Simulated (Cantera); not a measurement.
Input: 1 mol Si, 0.092 mol CO2, 230 mol H2, equilibrated at 852 °C and 3830 Torr.

Equilibrium computed with Cantera from the NASA thermochemical tables; the gas is ideal and each condensed phase is pure. Candidate condensed phases: C, C6H6, C7H8, C8H18, H2O, Si, SiC, SiO2; 123 gas species. Mutual solubility and eutectic melting of coexisting phases are not modelled. The numbers say what is thermodynamically allowed, not how fast it happens.

### Question
What is the equilibrium state?

### Answer
```
Item                                        Result
--------------------------------------  ----------
x(H2)                                        1.000
x(CH4)                                    0.000152
x(SiH4)                                    2.85e-6
n(Si(s))                                 0.850 mol
n(SiC(s))                               0.0570 mol
n(SiO2(β-quartz))                       0.0920 mol
gas amount                               230.0 mol
log10 activity of C(graphite) (absent)       -2.99
```
